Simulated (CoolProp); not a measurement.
Computed with CoolProp (reference Helmholtz-energy equation of state, Thol 2022).

Task: Give the vapour pressure (MPa), enthalpy of vaporisation (kJ/kg), liquid cp (kJ/(kg K)), vapour Z of saturated vinyl chloride at 18.85, 27.65, 38.65 °C.

Result: 
```tsv
T (°C)	p (MPa)	enthalpy of vaporisation (kJ/kg)	liquid cp (kJ/(kg K))	vapour Z
18.85	0.327	328	1.52	0.933
27.65	0.427	320	1.54	0.920
38.65	0.582	309	1.56	0.900
```
